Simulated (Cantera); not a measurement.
An isothermal, constant-pressure homogeneous reactor starts with 40.0 % CH4, 60.0 % CO2, at 1875 K and 16500 Torr.

Cantera simulation using GRI-Mech 3.0 (53 species, 325 reactions); the numbers are that mechanism's predictions, not measurements. The pressure lies above the range GRI-Mech 3.0 was tuned for (to about 10 atm).

x: mole fraction; the columns are a selection and need not sum to one.

| t (s) | x CH4 | x CO2 | x OH | x O | x CH3 |
|---|---|---|---|---|---|
| 1.00e-6 | 0.398 | 0.600 | 8.59e-8 | 1.67e-11 | 0.00113 |
| 4.44e-6 | 0.390 | 0.598 | 1.63e-7 | 3.41e-11 | 0.00177 |
| 1.97e-5 | 0.347 | 0.584 | 5.71e-7 | 1.20e-10 | 0.00217 |
| 8.77e-5 | 0.235 | 0.509 | 1.55e-6 | 1.78e-10 | 0.00127 |
| 0.000390 | 0.102 | 0.328 | 4.08e-6 | 2.75e-10 | 0.000596 |
| 0.00173 | ___ | ___ | ___ | 4.01e-10 | ___ |
| 0.00770 | 0.0243 | 0.0838 | 4.17e-6 | 3.63e-10 | 0.000145 |
| 0.0342 | 0.0157 | 0.0451 | 2.25e-6 | 3.27e-10 | 7.91e-5 |
| 0.152 | ___ | 0.0305 | 1.56e-6 | 2.75e-10 | ___ |
| 0.675 | 1.82e-5 | 0.0290 | 1.50e-6 | 2.64e-10 | 8.49e-8 |
| 3.00 | 1.64e-5 | 0.0290 | 1.49e-6 | 2.64e-10 | 7.68e-8 |

Problem. Some entries are withheld; supply them.

Solution. 
- 0.00173, x CH4: 0.0306
- 0.00173, x CO2: 0.143
- 0.00173, x OH: 6.85e-6
- 0.00173, x CH3: 0.000223
- 0.152, x CH4: 0.00291
- 0.152, x CH3: 1.37e-5
